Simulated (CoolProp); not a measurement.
The numbers come from the reference Helmholtz-energy equation of state, Schroeder 2014 in CoolProp.

**Question.** For ethanol, give the phase and the Z, cp (kJ/(kg K)), expansivity (1/kK), Prandtl number at 217.2 K and 3.19 MPa.

**Answer.** 
- 217.2 K and 3.19 MPa: liquid; Z 0.0951, cp 1.99, expansivity 1.01, Prandtl number 86.3

Viscosity comes from a separate model (Kiselev 2005). Thermal conductivity comes from a separate model (Assael 2013).
